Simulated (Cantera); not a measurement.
Charge: 1 mol B2O3, 16 mol NH3, 9.2 mol N2.

Points: T (K) = 1025, 1075, 1125, 1175, 1225, 1275, 1325, 1375, 1425, 1475; P (Pa) = 10, 37, 140, 520, 1900, 7200, 27000, 100000.

Cantera's Mixture.equilibrate('TP', solver="vcs", rtol=1e-11, max_steps=5000) on the NASA tables stopped like this:

```
ERROR: FAILURE its = 5001!

*******************************************************************************
CanteraError thrown by MultiPhase::equilibrate:
VCS solver failed. Return code: -1
*******************************************************************************
```

What got this run through?

One answer among several that fit: The failure is numerical, not chemical. The same input converged with solver="gibbs", rtol=1e-10, max_steps=50000, and the result passed a check of the equilibrium conditions:
```
   1025         10  BN(s) + B2O3(L)
   1075         10  BN(s) + B2O3(L)
   1125         10  BN(s) + B2O3(L)
   1175         10  BN(s) + B2O3(L)
   1225         10  BN(s) + B2O3(L)
   1275         10  BN(s) + B2O3(L)
   1325         10  BN(s) + B2O3(L)
   1375         10  B2O3(L)
   1425         10  gas only
   1475         10  gas only
   1025         37  BN(s) + B2O3(L)
   1075         37  BN(s) + B2O3(L)
   1125         37  BN(s) + B2O3(L)
   1175         37  BN(s) + B2O3(L)
   1225         37  BN(s) + B2O3(L)
   1275         37  BN(s) + B2O3(L)
   1325         37  BN(s) + B2O3(L)
   1375         37  BN(s) + B2O3(L)
   1425         37  BN(s) + B2O3(L)
   1475         37  gas only
   1025        140  BN(s) + B2O3(L)
   1075        140  BN(s) + B2O3(L)
   1125        140  BN(s) + B2O3(L)
   1175        140  BN(s) + B2O3(L)
   1225        140  BN(s) + B2O3(L)
   1275        140  BN(s) + B2O3(L)
   1325        140  BN(s) + B2O3(L)
   1375        140  BN(s) + B2O3(L)
   1425        140  BN(s) + B2O3(L)
   1475        140  BN(s) + B2O3(L)
   1025        520  BN(s) + B2O3(L)
   1075        520  BN(s) + B2O3(L)
   1125        520  BN(s) + B2O3(L)
   1175        520  BN(s) + B2O3(L)
   1225        520  BN(s) + B2O3(L)
   1275        520  BN(s) + B2O3(L)
   1325        520  BN(s) + B2O3(L)
   1375        520  BN(s) + B2O3(L)
   1425        520  BN(s) + B2O3(L)
   1475        520  BN(s) + B2O3(L)
   1025       1900  BN(s) + B2O3(L)
   1075       1900  BN(s) + B2O3(L)
   1125       1900  BN(s) + B2O3(L)
   1175       1900  BN(s) + B2O3(L)
   1225       1900  BN(s) + B2O3(L)
   1275       1900  BN(s) + B2O3(L)
   1325       1900  BN(s) + B2O3(L)
   1375       1900  BN(s) + B2O3(L)
   1425       1900  BN(s) + B2O3(L)
   1475       1900  BN(s) + B2O3(L)
   1025       7200  BN(s) + B2O3(L)
   1075       7200  BN(s) + B2O3(L)
   1125       7200  BN(s) + B2O3(L)
   1175       7200  BN(s) + B2O3(L)
   1225       7200  BN(s) + B2O3(L)
   1275       7200  BN(s) + B2O3(L)
   1325       7200  BN(s) + B2O3(L)
   1375       7200  BN(s) + B2O3(L)
   1425       7200  BN(s) + B2O3(L)
   1475       7200  BN(s) + B2O3(L)
   1025    2.7e+04  BN(s) + B2O3(L)
   1075    2.7e+04  BN(s) + B2O3(L)
   1125    2.7e+04  BN(s) + B2O3(L)
   1175    2.7e+04  BN(s) + B2O3(L)
   1225    2.7e+04  BN(s) + B2O3(L)
   1275    2.7e+04  BN(s) + B2O3(L)
   1325    2.7e+04  BN(s) + B2O3(L)
   1375    2.7e+04  BN(s) + B2O3(L)
   1425    2.7e+04  BN(s) + B2O3(L)
   1475    2.7e+04  BN(s) + B2O3(L)
   1025      1e+05  BN(s) + B2O3(L)
   1075      1e+05  BN(s) + B2O3(L)
   1125      1e+05  BN(s) + B2O3(L)
   1175      1e+05  BN(s) + B2O3(L)
   1225      1e+05  BN(s) + B2O3(L)
   1275      1e+05  BN(s) + B2O3(L)
   1325      1e+05  BN(s) + B2O3(L)
   1375      1e+05  BN(s) + B2O3(L)
   1425      1e+05  BN(s) + B2O3(L)
   1475      1e+05  BN(s) + B2O3(L)
```

The gas is ideal and each condensed phase is pure. Mutual solubility and eutectic melting of coexisting phases are not modelled.
